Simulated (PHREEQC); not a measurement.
Solution (25 °C): 0.088 mol KH2PO4 and 0.072 mol HCl per kg of water. Closed to the air; pH follows from the charge balance.

Computed with PHREEQC (ion-association model, wateq4f.dat).

```
Item                     Result
----------------  -------------
pH                         1.84
ionic strength    0.105 mol/kgw
total alkalinity   -72.0 meq/kg
```

```
species  molality  activity   log γ
-------  --------  --------  ------
K+         0.0880    0.0669  -0.119
Cl-        0.0720    0.0547  -0.119
H3PO4      0.0545    0.0558   0.011
H2PO4-     0.0335    0.0263  -0.105
H+         0.0175    0.0144  -0.085
HPO4-2    3.06e-7   1.13e-7  -0.432
KHPO4-    1.88e-8   1.48e-8  -0.105
```

This is a speciation only: nothing precipitates in the calculation. H3PO4, which wateq4f.dat lacks, is added to it with the constant of phreeqc.dat.
